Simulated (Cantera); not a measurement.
Charge: 1 mol Fe2O3, 0.097 mol H2S, 0.83 mol H2O, 9.8 mol O2, equilibrated at 0.260 bar.

Equilibrium computed with Cantera from the NASA thermochemical tables; the gas is ideal and each condensed phase is pure. Candidate condensed phases: Fe, FeO, Fe(OH)2, Fe(OH)3, FeS, FeSO4, FeS2, Fe2O3, Fe2(SO4)3, Fe3O4, H2O, H2SO4, S; 22 gas species. Equilibrium is a limit: real reactors are often held back by kinetics, nucleation or transport.

Question: Which condensed phases are stable at each of these points (T (°C)): 352, 552, 752, 952, 1152, 1352, 1552?

Answer: 
| T (°C) | condensed phases | Fe condensed (%) |
|---|---|---|
| 352 | Fe2O3(s) + Fe2(SO4)3(s) | 100.0 |
| 552 | Fe2O3(s) | 100.0 |
| 752 | Fe2O3(s) | 100.0 |
| 952 | Fe2O3(s) | 100.0 |
| 1152 | Fe2O3(s) | 100.0 |
| 1352 | Fe2O3(s) | 100.0 |
| 1552 | Fe3O4(s) | 100.0 |

At 352 °C the condensed part is Fe2O3(s) + Fe2(SO4)3(s). From 552 °C to 1352 °C the condensed part is Fe2O3(s). At 1552 °C the condensed part is Fe3O4(s).
